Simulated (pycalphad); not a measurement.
All values are pycalphad results on the COST 507 light-alloy database (1999) (1 atm), not direct measurements. No gas phase is included, though pure Mg would boil below 1650 K. The database dates from 1999; later assessments differ in places, in temperatures and in the compounds included. Diffusion is slow at the low end, where real alloys seldom reach equilibrium.

Problem. How does the equilibrium phase assembly of Al-6.69Mg-4.51Si (at.%) change on cooling from 1650 K to 350 K?

Solution. 
```json
[
 {"T (K)": "880.1", "phases above": "LIQUID", "phases below": "FCC_A1 + LIQUID"},
 {"T (K)": "864.6", "phases above": "FCC_A1 + LIQUID", "phases below": "FCC_A1 + LIQUID + MG2SI"},
 {"T (K)": "828 ± 8", "phases above": "FCC_A1 + LIQUID + MG2SI", "phases below": "DIAMOND_A4 + FCC_A1 + MG2SI"}
]
```
Changes were sought between steps of 50 K, so a narrower field can be missed.

Database names, with the compositions (at.%) that they take in these runs: MG2SI: Mg 67 Si 33. FCC_A1 is fcc; DIAMOND_A4 is diamond (Si).
